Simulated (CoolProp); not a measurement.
Oxygen along the isobar 0.693 MPa: Z from the reference equation and from simpler models built on Tc = -118.6 °C, pc = 5.046 MPa, ω = 0.022; each cubic takes its own stable root.

Values from CoolProp's reference Helmholtz-energy equation of state, Schmidt 1985. Above 300 K oxygen's equation is extrapolated.

| T (°C) | phase | reference |
|---|---|---|
| -192.15 | liquid | 0.02774 |
| -170.85 | liquid | 0.02415 |
| -149.55 | gas | 0.9044 |
| -128.25 | gas | 0.9422 |
| -106.95 | gas | 0.9623 |
| -85.65 | gas | 0.9743 |
| -64.35 | gas | 0.9819 |
| -43.05 | gas | 0.9871 |
| -21.75 | gas | 0.9908 |
| -0.45 | gas | 0.9934 |
| 20.85 | gas | 0.9953 |
| 42.15 | gas | 0.9968 |
| 63.45 | gas | 0.9979 |
| 84.75 | gas | 0.9987 |
| 106.05 | gas | 0.9994 |

Q: How far does each simpler model (van der Waals, Redlich-Kwong, Soave-Redlich-Kwong, Peng-Robinson) lie from the reference over these 15 states: mean and median of the absolute difference, and the worst?

A: 
- van der Waals: mean 239.7 %, median 0.2 %, worst +3543.9 % at -170.85 °C and 0.693 MPa
- Redlich-Kwong: mean 0.2 %, median 0.1 %, worst -1.6 % at -192.15 °C and 0.693 MPa
- Soave-Redlich-Kwong: mean 0.1 %, median 0.1 %, worst +0.7 % at -170.85 °C and 0.693 MPa
- Peng-Robinson: mean 1.8 %, median 0.3 %, worst -11.4 % at -192.15 °C and 0.693 MPa

At some of these states van der Waals gives the other phase, because its saturation line lies elsewhere.
